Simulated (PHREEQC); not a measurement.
Solution (25 °C): 0.0051 mol HF and 0.025 mol MnSO4 per kg of water. Closed to the air; pH follows from the charge balance.

Computed with PHREEQC (ion-association model, wateq4f.dat).

### Question
The ionic strength comes out as 0.0662 mol/kgw. What activity coefficients do HSO4-, Mn+2, H+, SO4-2, HF2- get?

### Answer
HSO4- 0.80, Mn+2 0.45, H+ 0.84, SO4-2 0.42, HF2- 0.79.

This is a speciation only: nothing precipitates in the calculation.
